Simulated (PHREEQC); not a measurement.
A solution holds 3.8 mmol/kgw MgCl2, 20 mmol/kgw CO2 and 0.004 mmol/kgw H4SiO4, at 25 °C. Closed to the air; pH follows from the charge balance.

Equilibrium calculation in PHREEQC: ion-association model, phreeqc.dat.

Each row changes one thing in this solution. No solid was allowed to form.

```json
[
 {"case": "as made", "pH": "4.02", "ionic strength (mol/kgw)": "0.0115", "HCO3- (mol/kgw)": "0.000103", "(CO2)2 (mol/kgw)": "7.27e-6", "SI of Quartz (SiO2)": "-1.42"},
 {"case": "H4SiO4 replaced by H2SiF6 at the same molality", "pH": "3.97", "ionic strength (mol/kgw)": "0.0115", "HCO3- (mol/kgw)": "9.28e-5", "(CO2)2 (mol/kgw)": "7.28e-6", "SI of Quartz (SiO2)": "-1.42"},
 {"case": "0.0019 mol/kgw NaCl added", "pH": "4.02", "ionic strength (mol/kgw)": "0.0134", "HCO3- (mol/kgw)": "0.000103", "(CO2)2 (mol/kgw)": "7.28e-6", "SI of Quartz (SiO2)": "-1.42"},
 {"case": "diluted 2-fold with water", "pH": "4.17", "ionic strength (mol/kgw)": "[?]", "HCO3- (mol/kgw)": "7.11e-5", "(CO2)2 (mol/kgw)": "1.81e-6", "SI of Quartz (SiO2)": "-1.72"},
 {"case": "H4SiO4 from 4e-06 to 8e-06 mol/kgw", "pH": "4.02", "ionic strength (mol/kgw)": "0.0115", "HCO3- (mol/kgw)": "0.000103", "(CO2)2 (mol/kgw)": "7.27e-6", "SI of Quartz (SiO2)": "-1.11"},
 {"case": "CO2 replaced by KHCO3 at the same molality", "pH": "8.06", "ionic strength (mol/kgw)": "0.0303", "HCO3- (mol/kgw)": "0.0190", "(CO2)2 (mol/kgw)": "[?]", "SI of Quartz (SiO2)": "-1.42"},
 {"case": "MgCl2 replaced by HCl at the same molality", "pH": "2.45", "ionic strength (mol/kgw)": "0.00380", "HCO3- (mol/kgw)": "2.65e-6", "(CO2)2 (mol/kgw)": "7.34e-6", "SI of Quartz (SiO2)": "-1.42"},
 {"case": "H4SiO4 from 4e-06 to 6e-06 mol/kgw", "pH": "4.02", "ionic strength (mol/kgw)": "0.0115", "HCO3- (mol/kgw)": "0.000103", "(CO2)2 (mol/kgw)": "7.27e-6", "SI of Quartz (SiO2)": "[?]"}
]
```

Q: What belongs in the gaps?

A: 
- diluted 2-fold with water, ionic strength (mol/kgw): 0.00577
- CO2 replaced by KHCO3 at the same molality, (CO2)2 (mol/kgw): 1.82e-9
- H4SiO4 from 4e-06 to 6e-06 mol/kgw, SI of Quartz (SiO2): -1.24

SiF6-2 is the database's only silicon fluoride.
